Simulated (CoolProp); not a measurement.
Vapour-liquid equilibrium of CH3F (R41) (1) + chloromethane (R40) (2) at 281.6 K; x and y are mole fractions of (1).

The numbers come from the multi-fluid Helmholtz-energy mixture model, Lemmon 2006 and Thol 2014; pair parameters Bell 2016 in CoolProp.

| x | bubble pressure (kPa) | y at the bubble point | dew pressure at overall composition x (kPa) | liquid density (mol/L) |
|---|---|---|---|---|
| 0.05 | 452.9 | 0.255 | 362.7 | 18.81 |
| 0.2 | 777.0 | … | 424.6 | … |
| 0.35 | … | 0.753 | 511.1 | 19.33 |
| 0.5 | 1414 | … | 640.6 | 19.49 |
| 0.65 | … | 0.893 | … | 19.56 |
| 0.8 | … | … | 1260 | 19.49 |
| 0.95 | 2415 | 0.984 | 2132 | 19.20 |

Question: What belongs in the gaps?

Answer: 
- 0.2, y at the bubble point: 0.605
- 0.2, liquid density (mol/L): 19.09
- 0.35, bubble pressure (kPa): 1099
- 0.5, y at the bubble point: 0.836
- 0.65, bubble pressure (kPa): 1727
- 0.65, dew pressure at overall composition x (kPa): 854.0
- 0.8, bubble pressure (kPa): 2053
- 0.8, y at the bubble point: 0.940

No azeotrope shows between x = 0.05 and 0.95.

The pair parameters rest on a limited set of measurements; away from them the model extrapolates.
